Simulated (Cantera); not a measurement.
Feed: 1 mol C2H5OH, 0.77 mol CO2, at 1227 °C and 4.95 Torr.

Method: chemical equilibrium by Gibbs-energy minimisation in Cantera with the NASA 1993 tables (ideal gas, pure condensed phases). Candidate condensed phases: C, C6H6, C7H8, C8H18, H2O; 110 gas species. Rates play no part.

Base state: H2 0.541, CO 0.458, H 0.000159 (mole fractions); condensed: C(graphite).

**Question.** What changes in the equilibrium state with this change: C2H5OH replaced by C?

**Answer.** 
| species | before | after |
|---|---|---|
| CO | 0.458 | 1.000 |
| H2 | 0.541 | 0 |
| H | 0.000159 | 0 |
| C(graphite), mol | 0.230 | 0.230 |

**Question.** What changes in the equilibrium state with this change: CO2 from 0.77 to 0.029 mol?

**Answer.** 
```json
[
 {"species": "H2", "before": "0.541", "after": "0.739"},
 {"species": "CO", "before": "0.458", "after": "0.261"},
 {"species": "H", "before": "0.000159", "after": "0.000186"},
 {"species": "C(graphite), mol", "before": "0.230", "after": "0.971"}
]
```
